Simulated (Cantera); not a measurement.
A Cantera script and what it prints.

```python
import numpy as np
import cantera as ct

gas_names = """
    Ca CaF CaF2 Ca2 F F2 H HF H2 H2F2 H3F3 H4F4 H5F5 H6F6 H7F7
""".split()
cond_names = """
    Ca(a) Ca(b) Ca(L) CaF2(a) CaF2(b) CaF2(L)
""".split()


# ... load() reads the species with a 1 bar reference pressure and builds the phases ...
atoms = {
    'CaF2': {'Ca': 1, 'F': 2},
    'HF': {'H': 1, 'F': 1},
    'H2': {'H': 2},
}
top_T = {}  # K; cautious upper limits of use, not melting points


# ... equilibrate(T, P, feed) seeds the gas with the atoms and calls Mixture.equilibrate('TP', solver="vcs", rtol=1e-11, max_steps=5000) ...
results = []
feed = {'CaF2': 1, 'HF': 1, 'H2': 0.93}  # mol
P = 0.55  # Pa
for T in [1175, 1275, 1375, 1475, 1575, 1675, 1775, 1875, 1975]:
    mix = equilibrate(T, P, feed)
    results.append((T, P, feed, dict(zip(mix.species_names, mix.species_moles))))

top = {s: max(r[3][s] / sum(r[3][g] for g in gas_names) for r in results) for s in gas_names}
cols = sorted((s for s in top if top[s] > 1e-05), key=lambda s: -top[s])[:8]
seen = [c for c in cond_names if any(r[3].get(c, 0) > 1e-12 for r in results)]
print("log10 of partial pressures in bar; condensed amounts in mol")
print(f"{'T/K':>10s}" + "".join(f"{s[:9]:>10s}" for s in cols + seen))
for T, P, feed, n in results:
    ng = sum(n[g] for g in gas_names)
    print(f"{T:10.4g}" + "".join(f"{np.log10(max(n[s] / ng * P / 1e5, 1e-99)):10.3f}" for s in cols)
          + "".join(f"{n.get(c, 0):10.4g}" for c in seen))
```

It prints:

```
log10 of partial pressures in bar; condensed amounts in mol
       T/K        HF        H2      CaF2         H       CaF        Ca         F   CaF2(a)   CaF2(b)
      1175    -5.545    -5.577    -9.618    -9.700   -14.319   -17.689   -15.528    0.9999         0
      1275    -5.546    -5.577    -8.167    -8.921   -12.047   -14.801   -14.280    0.9976         0
      1375    -5.555    -5.587    -6.939    -8.258   -10.114   -12.339   -13.215    0.9587         0
      1475    -5.660    -5.695    -5.896    -7.734    -8.416   -10.136   -12.340         0     0.417
      1575    -5.724    -5.771    -5.734    -7.267    -7.701    -8.998   -11.558         0         0
      1675    -5.720    -5.794    -5.749    -6.832    -7.269    -8.235   -10.828         0         0
      1775    -5.709    -5.850    -5.783    -6.464    -6.931    -7.627   -10.155         0         0
      1875    -5.692    -5.966    -5.841    -6.167    -6.699    -7.193    -9.513         0         0
      1975    -5.677    -6.172    -5.918    -5.950    -6.565    -6.930    -8.885         0         0
```

Cantera equilibrium calculation (NASA polynomials, part measured and part estimated; ideal gas, pure solids and liquids).
